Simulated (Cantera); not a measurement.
Cantera run:

```python
import numpy as np
import cantera as ct

gas_names = [...]  # 127 gases of nasa_gas.yaml made of C, Fe, H, O, S
cond_names = """
    C(gr) C6H6(L) C7H8(L) C8H18(L),n-octa Fe(a) Fe(c) Fe(d) Fe(L) FeC5O5(L) FeO(s) FeO(L) Fe(OH)2(s)
    Fe(OH)3(s) FeS(a) FeS(b) FeS(c) FeS(L) FeSO4(s) FeS2(s) Fe2O3(s) Fe2S3O12(s) Fe3O4(s) H2O(s) H2O(L)
    H2SO4(L) S(cr1) S(cr2) S(L)
""".split()


# ... load() reads the species with a 1 bar reference pressure and builds the phases ...
atoms = {
    'Fe': {'Fe': 1},
    'H2S': {'H': 2, 'S': 1},
    'CO': {'C': 1, 'O': 1},
}
top_T = {'C(gr)': 4500, 'FeSO4(s)': 950, 'FeS2(s)': 1010, 'Fe2O3(s)': 1830, 'Fe2S3O12(s)': 1100, 'Fe3O4(s)': 1870}  # K; cautious upper limits of use, not melting points


# ... equilibrate(T, P, feed) seeds the gas with the atoms and calls Mixture.equilibrate('TP', solver="vcs", rtol=1e-11, max_steps=5000) ...
results = []
T = 1300  # K
P = 2100000  # Pa
for m in [1.9, 2.2, 2.6, 3.1, 3.6, 4.3, 5.1, 5.9, 7, 8.2, 9.7, 11, 13]:
    feed = {'Fe': 1, 'H2S': 0.042, 'CO': m}  # mol
    mix = equilibrate(T, P, feed)
    results.append((T, P, feed, dict(zip(mix.species_names, mix.species_moles))))

top = {s: max(r[3][s] / sum(r[3][g] for g in gas_names) for r in results) for s in gas_names}
cols = sorted((s for s in top if top[s] > 1e-05), key=lambda s: -top[s])[:9]
seen = [c for c in cond_names if any(r[3].get(c, 0) > 1e-12 for r in results)]
print("log10 of partial pressures in bar; condensed amounts in mol")
print(f"{'n(CO)':>10s}" + "".join(f"{s[:9]:>10s}" for s in cols + seen))
for T, P, feed, n in results:
    ng = sum(n[g] for g in gas_names)
    print(f"{feed['CO']:10.4g}" + "".join(f"{np.log10(max(n[s] / ng * P / 1e5, 1e-99)):10.3f}" for s in cols)
          + "".join(f"{n.get(c, 0):10.4g}" for c in seen))
```

Result:

```
log10 of partial pressures in bar; condensed amounts in mol
     n(CO)        CO       CO2        H2       H2O       COS       H2S       CH4     C(gr)     Fe(c)    FeS(c)
       1.9     1.272     0.257    -0.379    -1.147    -2.369    -2.528    -2.862    0.1593    0.9586   0.04138
       2.2     1.273     0.260    -0.441    -1.208    -2.368    -2.590    -2.987    0.1841    0.9587   0.04133
       2.6     1.274     0.262    -0.512    -1.278    -2.366    -2.661    -3.129    0.2171    0.9587   0.04125
       3.1     1.275     0.264    -0.587    -1.352    -2.365    -2.736    -3.279    0.2584    0.9588   0.04115
       3.6     1.276     0.266    -0.651    -1.415    -2.364    -2.800    -3.407    0.2997    0.9589   0.04106
       4.3     1.277     0.268    -0.728    -1.491    -2.364    -2.876    -3.560    0.3574    0.9591   0.04092
       5.1     1.278     0.269    -0.801    -1.564    -2.363    -2.950    -3.707    0.4235    0.9592   0.04077
       5.9     1.278     0.270    -0.864    -1.626    -2.362    -3.012    -3.832    0.4895    0.9594   0.04062
         7     1.279     0.271    -0.938    -1.699    -2.362    -3.086    -3.979    0.5802    0.9596   0.04041
       8.2     1.279     0.272    -1.006    -1.767    -2.362    -3.154    -4.116    0.6792    0.9598   0.04018
       9.7     1.279     0.272    -1.078    -1.839    -2.361    -3.227    -4.261     0.803    0.9601   0.03989
        11     1.280     0.273    -1.133    -1.893    -2.361    -3.281    -4.370    0.9102    0.9604   0.03964
        13     1.280     0.273    -1.205    -1.965    -2.361    -3.354    -4.514     1.075    0.9607   0.03926
```

Cantera equilibrium calculation (NASA polynomials, part measured and part estimated; ideal gas, pure solids and liquids). Metal and sulfide melt together well below either melting point, which pure phases cannot show. Mutual solubility and eutectic melting of coexisting phases are not modelled. FeS: taken at fixed stoichiometry. Condensed phases not in the tables: cementite and carbon dissolved in iron.
